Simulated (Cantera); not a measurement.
Charge: 1 mol n-butane, 0.033 mol H2O, 3.9 mol N2, at 88.0 bar.

These are equilibrium values from Cantera (NASA tables, ideal gas, pure condensed phases), not measurements of a reactor. Candidate condensed phases: C, C6H6, C7H8, C8H18, H2O; 136 gas species. The ideal-gas law is rough above about 30 bar. Kinetics and transport are ignored. All values below are at 2773 K.

Base state: H2 0.503, N2 0.401, HCN 0.0588, C2H2 (acetylene) 0.0153, HNC 0.00913, H 0.00562, CO 0.00368, CH4 0.00226 (mole fractions); condensed: C(graphite).

### Question
What changes in the equilibrium state with this change: n-butane replaced by CH4?

### Answer
```csv
species,before,after
N2,0.401,0.620
H2,0.503,0.295
HCN,0.0588,0.0559
C2H2 (acetylene),0.0153,0.00897
C2H4,0.000206,7.08e-5
CH4,0.00226,0.000774
C3H4 (propyne),1.94e-5,6.64e-6
C3H3 (propargyl),3.26e-5,1.46e-5
"C(graphite), mol",3.04,0.460
```
